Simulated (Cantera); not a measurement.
## Ignition delay

Mixture: 6.93 % CH4, 19.6 % O2, 73.5 % N2, at 34.0 bar, adiabatic and at constant pressure. Ignition delay is the time to a rise of 400 K.

Detailed kinetics in Cantera: GRI-Mech 3.0 (53 species, 325 reactions). The pressure lies above the range GRI-Mech 3.0 was tuned for (to about 10 atm).

| T0 (K) | delay (ms) |
|---|---|
| 1025 | 14.5 |
| 1125 | 2.98 |
| 1225 | 0.822 |
| 1325 | 0.275 |
| 1425 | 0.105 |
| 1525 | 0.0442 |
| 1625 | 0.0200 |

| Item | Value |
|---|---|
| apparent activation energy between 1425 and 1625 K | 160 kJ/mol |
